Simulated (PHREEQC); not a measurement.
Make-up at 20 °C: 2.3 mmol/kgw NH3, 5.8 mmol/kgw CO2 and 78 mmol/kgw (CH3)4NCl. Closed to the air; pH follows from the charge balance.

All values are PHREEQC results (ion-association model, phreeqc.dat), not measurements.

Each row changes one thing in this solution. This is a speciation only: nothing precipitates in the calculation.

```
case                                              pH  CO2 (mol/kgw)  HCO3- (mol/kgw)  NH3 (mol/kgw)  CO3-2 (mol/kgw)  (CO2)2 (mol/kgw)
----------------------------------------------  ----  -------------  ---------------  -------------  ---------------  ----------------
as made                                         6.10        0.00350          0.00230        8.59e-7          2.34e-7           1.93e-7
CO2 from 0.0058 to 0.0087 mol/kgw               5.84        0.00640          0.00230        4.70e-7          1.28e-7           6.46e-7
diluted 10-fold with water                      6.16       0.000349         0.000231        1.20e-7          1.85e-8           1.89e-9
diluted 2-fold with water                        [?]        0.00175          0.00115        4.90e-7          1.07e-7           4.79e-8
temperature from 20 to 30 °C                    6.04        0.00350          0.00230        1.53e-6          2.55e-7           2.69e-7
CO2 from 0.0058 to 0.00638 mol/kgw              6.03        0.00408          0.00230        7.37e-7          2.01e-7           2.62e-7
NH3 replaced by (NH4)2CO3 at the same molality   [?]        0.00350          0.00460        3.41e-6          9.38e-7           1.94e-7
```

Question: Fill in the missing entries.

Answer: 
- diluted 2-fold with water, pH: 6.12
- NH3 replaced by (NH4)2CO3 at the same molality, pH: 6.40

(CH3)4N+ isn't in the database: it is added as a free cation with an ion size of 4 Å.
